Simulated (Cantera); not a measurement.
Input: 1 mol Si, 9 mol F2, equilibrated at 1075 K and 75.0 Torr.

Cantera equilibrium calculation (NASA polynomials, part measured and part estimated; ideal gas, pure solids and liquids). Candidate condensed phases: Si; 9 gas species. Kinetics and transport are ignored.

Base state: F2 0.475, F 0.427, SiF4 0.0983 (mole fractions); condensed: gas only.

Question: What changes in the equilibrium state with this change: F2 from 9 to 0.57 mol?

Answer: 
| species | before | after |
|---|---|---|
| SiF4 | 0.0983 | 0.997 |
| SiF3 | <1e-9 | 0.00316 |
| SiF2 | <1e-9 | 1.61e-5 |
| F2 | 0.475 | <1e-9 |
| F | 0.427 | <1e-9 |
| Si(s), mol | 0 | 0.715 |
The tables' values for SiF3, SiF2 are old estimates; treat these amounts as uncertain.
